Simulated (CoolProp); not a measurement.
Properties of carbon monoxide along the isotherm 113.3 K.

Computed with CoolProp (reference Helmholtz-energy equation of state, Lemmon 2006). It is a short technical equation, of lower accuracy than the large ones.

```tsv
p (MPa)	phase	speed of sound (m/s)	expansivity (1/kK)
0.111	gas	215.0	9.271
0.162	gas	214.0	9.491
0.238	gas	212.6	9.839
0.35	gas	210.4	10.40
0.513	gas	207.0	11.37
0.754	gas	201.6	13.23
1.11	gas	192.0	17.84
1.62	liquid	532.6	11.75
2.38	liquid	551.4	10.87
3.5	liquid	575.9	9.877
5.13	liquid	606.7	8.820
7.54	liquid	645.4	7.734
11.1	liquid	693.4	6.673
16.2	liquid	750.6	5.700
23.8	liquid	820.9	4.805
35	liquid	905.7	4.014
```
